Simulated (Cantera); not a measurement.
A closed system holds: 1 mol CH4, 0.12 mol O2, 0.2 mol N2, at 477 °C and 1 atm.

Cantera equilibrium calculation (NASA polynomials, part measured and part estimated; ideal gas, pure solids and liquids). Candidate condensed phases: C, C6H6, C7H8, C8H18, H2O; 136 gas species. The numbers say what is thermodynamically allowed, not how fast it happens.

Q: What is the equilibrium state?

A: x(CH4): 0.388
x(H2): 0.346
x(H2O): 0.128
x(N2): 0.125
x(CO2): 0.00906
x(CO): 0.00401
x(NH3): 0.000372
x(C2H6): 4.25e-6
n(C(graphite)): 0.359 mol
gas amount: 1.600 mol
